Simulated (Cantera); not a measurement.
# Hydrocarbon pyrolysis for carbon deposition

An isothermal, constant-pressure homogeneous reactor starts with 37.0 % C2H6, 63.0 % N2, at 1250 K and 413 Torr.

Computed with Cantera and GRI-Mech 3.0 (53 species, 325 reactions). GRI-Mech 3.0 stops at C3 and has no aromatics, soot or wall deposition, so with more carbon than oxygen in the feed, carbon stays in small species such as C2H2 where larger ones or solid carbon would form.

```
t (s)       x C2H6     x CH4    x C2H4     x C2H     x HCN    x C2H2     x CH3
--------  --------  --------  --------  --------  --------  --------  --------
9.00e-6      0.370   4.27e-6   1.57e-6    <1e-12    <1e-12    <1e-12   2.03e-5
2.41e-5      0.370   2.51e-5   2.56e-5    <1e-12    <1e-12  1.28e-10   4.00e-5
6.48e-5      0.370  0.000116  0.000333    <1e-12    <1e-12   2.18e-8   5.84e-5
0.000174     0.366  0.000472   0.00278    <1e-12  2.80e-12   1.73e-6   9.02e-5
0.000466     0.350   0.00188    0.0132  4.41e-12  9.01e-12   4.19e-5  0.000115
0.00125      0.310   0.00580    0.0403  1.38e-11  1.44e-11  0.000378  0.000109
0.00335      0.223    0.0153    0.0976  3.54e-11  1.84e-11   0.00210   9.32e-5
0.00900     0.0931    0.0333     0.178  8.98e-11  2.10e-11   0.00844   6.30e-5
0.0241      0.0143    0.0485     0.211  1.55e-10  2.24e-11    0.0242   2.60e-5
0.0648     0.00281    0.0530     0.193  1.39e-10  2.28e-11    0.0442   1.17e-5
0.174      0.00192    0.0567     0.159  1.80e-10  2.30e-11    0.0698   1.01e-5
0.466      0.00152    0.0643     0.120  2.20e-10  2.39e-11    0.0986   9.85e-6
1.25       0.00124    0.0787    0.0994  2.06e-10  2.64e-11     0.111   9.91e-6
3.35       0.00105     0.102    0.0905  1.65e-10  3.12e-11     0.112   1.02e-5
9.00      0.000844     0.133    0.0806  1.23e-10  3.86e-11     0.111   9.96e-6
```
x: mole fraction; the columns are a selection and need not sum to one.

Equilibrium at this temperature and pressure: C2H6 0.000315, CH4 0.222, C2H4 0.0412, C2H 3.84e-11, HCN 0.0703, C2H2 0.0811, CH3 7.01e-6 (gas phase only).
